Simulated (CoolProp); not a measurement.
R1224YDZ along the isobar 5.86 MPa: Z from the reference equation and from simpler models built on Tc = 428.7 K, pc = 3.334 MPa, ω = 0.325; each cubic takes its own stable root.

Model: reference Helmholtz-energy equation of state, Akasaka 2023, in CoolProp.

```csv
T (K),phase,reference
272.7,liquid,0.2660
288.7,liquid,0.2583
304.7,liquid,0.2520
320.8,liquid,0.2471
336.8,liquid,0.2437
352.9,liquid,0.2416
368.9,liquid,0.2413
384.9,liquid,0.2430
```

Question: How far does each simpler model (Redlich-Kwong, Soave-Redlich-Kwong, Peng-Robinson) lie from the reference over these 8 states: mean and median of the absolute difference, and the worst?

Answer: 
- Redlich-Kwong: mean 16.4 %, median 16.1 %, worst +18.3 % at 384.9 K and 5.86 MPa
- Soave-Redlich-Kwong: mean 11.7 %, median 11.2 %, worst +13.9 % at 384.9 K and 5.86 MPa
- Peng-Robinson: mean 1.2 %, median 1.4 %, worst -1.7 % at 304.7 K and 5.86 MPa
